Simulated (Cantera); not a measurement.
Thermodynamics of chlorosilane synthesis and conversion, feed SiCl₄ + H₂ + HCl

Charge: 1 mol SiCl₄, 7.9 mol H₂, 1.6 mol HCl, held at 1500 K and 0.100 bar.

Equilibrium computed with Cantera from the NASA thermochemical tables; the gas is ideal and each condensed phase is pure. Candidate condensed phases: Si; 19 gas species. The tables' values for SiCl₃ are old estimates; treat these amounts as uncertain. Equilibrium is a limit: real reactors are often held back by kinetics, nucleation or transport.

```yaml
x(H₂): 0.636
x(HCl): 0.275
x(SiCl₂): 0.0569
x(SiCl₃): 0.0155
x(SiCl₄): 0.0134
x(SiHCl₃): 0.00320
x(SiH₂Cl₂): 0.000122
x(H): 4.44e-5
x(Cl): 1.55e-5
gas_amount: 11.23 mol
log10 activity of Si(s) (absent): -0.83
```
